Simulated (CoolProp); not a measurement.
Vapour-liquid equilibrium of m-xylene (1) + n-decane (2) at 520.4 K; x and y are mole fractions of (1).

Computed with CoolProp (multi-fluid Helmholtz-energy mixture model, Zhou 2012 and Lemmon 2006; pair parameters Bell 2016).

```
x      bubble pressure, mixture model (kPa)  bubble pressure, Raoult's law (kPa)  y, mixture model  y, Raoult's law
-----  ------------------------------------  -----------------------------------  ----------------  ---------------
0.05                                  503.1                                503.3             0.084            0.094
0.125                                 537.2                                538.0               [?]            0.219
0.2                                     [?]                                572.8             0.299            0.330
0.275                                 604.6                                607.6             0.391            0.427
0.35                                  638.2                                642.4             0.475            0.514
0.425                                 671.9                                677.2             0.553            0.592
0.5                                   705.9                                712.0             0.625            0.663
0.575                                 740.2                                746.8               [?]            0.727
0.65                                  774.9                                781.6             0.755            0.785
0.725                                 810.1                                816.4             0.813            0.838
0.8                                   845.9                                851.2             0.869            0.887
0.875                                   [?]                                886.0             0.921            0.932
0.95                                  919.1                                920.7             0.969            0.974
```

### Question
Complete the blanks.

### Answer

- 0.125, y, mixture model: 0.198
- 0.2, bubble pressure, mixture model (kPa): 571.0
- 0.575, y, mixture model: 0.692
- 0.875, bubble pressure, mixture model (kPa): 882.2

The largest gap from Raoult's law is -0.9 % in bubble pressure, at x = 0.575. No azeotrope shows between x = 0.05 and 0.95.

The pair parameters rest on a limited set of measurements; away from them the model extrapolates.
